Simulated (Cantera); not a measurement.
# Premixed flame

A freely propagating, adiabatic, planar premixed flame of 19.6 % H2, 16.9 % O2, 63.5 % N2, unburnt at 398 K and 0.290 bar; mixture-averaged transport, grid criteria slope 0.08 and curve 0.16, no radiation.

Model: the H2/O2 subset of GRI-Mech 3.0, which has no nitrogen chemistry, integrated in Cantera. Burning velocities carry a grid error of a few per cent, more on coarse grids. Lean hydrogen flames are cellular in practice and burn faster than this planar one.

```csv
z (mm),T (K),u (m/s),x H2,x O2,x HO2,x H,x H2O,x H2O2
-5.35,398,1.72,0.196,0.169,<1e-8,<1e-8,<1e-8,<1e-8
-3.57,398,1.72,0.196,0.169,<1e-8,<1e-8,<1e-8,<1e-8
-2.68,398,1.72,0.196,0.169,<1e-8,<1e-8,6.17e-8,<1e-8
-1.78,398,1.72,0.195,0.169,4.16e-7,<1e-8,3.60e-6,3.44e-8
-0.892,432,1.83,0.180,0.171,0.000141,2.93e-5,0.00178,1.65e-5
-0.446,679,2.80,0.140,0.166,0.000105,0.00266,0.0261,2.32e-5
0,1033,4.17,0.0757,0.138,4.58e-5,0.0139,0.0899,2.95e-6
0.446,1285,5.15,0.0276,0.101,2.63e-5,0.0212,0.154,2.56e-6
0.892,1421,5.68,0.0138,0.0865,1.90e-5,0.0190,0.177,1.73e-6
1.78,1556,6.18,0.00980,0.0816,1.39e-5,0.0123,0.188,8.89e-7
3.57,1675,6.61,0.00707,0.0797,9.69e-6,0.00632,0.196,4.42e-7
7.13,1765,6.93,0.00417,0.0789,6.01e-6,0.00251,0.204,2.37e-7
14.3,1821,7.12,0.00193,0.0790,3.14e-6,0.000734,0.209,1.32e-7
```
x: mole fraction of selected species; z is measured from the peak of heat release.

| Item | Result |
|---|---|
| laminar burning velocity | 172 cm/s |
| thermal thickness | 1.78 mm |
| peak x(HO2) | 0.000180 |
| peak x(H) | 0.0213 |
| peak x(H2O2) | 3.11e-5 |
| grid points | 109 |
